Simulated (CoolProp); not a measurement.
Properties of acetone along the isotherm 494.9 K.

The numbers come from the reference Helmholtz-energy equation of state, Lemmon 2006 in CoolProp. It is a short technical equation, of lower accuracy than the large ones.

```json
[
 {"p (kPa)": "2350", "phase": "gas", "cp (kJ/(kg K))": "2.467", "cv (kJ/(kg K))": "1.922", "Joule-Thomson coefficient (K/MPa)": "15.39", "isothermal compressibility (1/MPa)": "0.6026", "fugacity coefficient": "0.7924"},
 {"p (kPa)": "4690", "phase": "liquid", "cp (kJ/(kg K))": "3.798", "cv (kJ/(kg K))": "2.038", "Joule-Thomson coefficient (K/MPa)": "1.963", "isothermal compressibility (1/MPa)": "0.04950", "fugacity coefficient": "0.5582"},
 {"p (kPa)": "7040", "phase": "liquid", "cp (kJ/(kg K))": "3.173", "cv (kJ/(kg K))": "1.997", "Joule-Thomson coefficient (K/MPa)": "0.9656", "isothermal compressibility (1/MPa)": "0.02208", "fugacity coefficient": "0.3979"},
 {"p (kPa)": "9380", "phase": "liquid", "cp (kJ/(kg K))": "2.970", "cv (kJ/(kg K))": "1.979", "Joule-Thomson coefficient (K/MPa)": "0.6104", "isothermal compressibility (1/MPa)": "0.01479", "fugacity coefficient": "0.3184"},
 {"p (kPa)": "11700", "phase": "liquid", "cp (kJ/(kg K))": "2.860", "cv (kJ/(kg K))": "1.968", "Joule-Thomson coefficient (K/MPa)": "0.4152", "isothermal compressibility (1/MPa)": "0.01129", "fugacity coefficient": "0.2714"},
 {"p (kPa)": "14100", "phase": "liquid", "cp (kJ/(kg K))": "2.785", "cv (kJ/(kg K))": "1.961", "Joule-Thomson coefficient (K/MPa)": "0.2836", "isothermal compressibility (1/MPa)": "0.009130", "fugacity coefficient": "0.2395"},
 {"p (kPa)": "16400", "phase": "liquid", "cp (kJ/(kg K))": "2.734", "cv (kJ/(kg K))": "1.956", "Joule-Thomson coefficient (K/MPa)": "0.1936", "isothermal compressibility (1/MPa)": "0.007746", "fugacity coefficient": "0.2181"},
 {"p (kPa)": "18800", "phase": "liquid", "cp (kJ/(kg K))": "2.693", "cv (kJ/(kg K))": "1.953", "Joule-Thomson coefficient (K/MPa)": "0.1225", "isothermal compressibility (1/MPa)": "0.006705", "fugacity coefficient": "0.2019"},
 {"p (kPa)": "21100", "phase": "liquid", "cp (kJ/(kg K))": "2.662", "cv (kJ/(kg K))": "1.950", "Joule-Thomson coefficient (K/MPa)": "0.06880", "isothermal compressibility (1/MPa)": "0.005951", "fugacity coefficient": "0.1902"},
 {"p (kPa)": "23500", "phase": "liquid", "cp (kJ/(kg K))": "2.635", "cv (kJ/(kg K))": "1.949", "Joule-Thomson coefficient (K/MPa)": "0.02333", "isothermal compressibility (1/MPa)": "0.005333", "fugacity coefficient": "0.1809"}
]
```
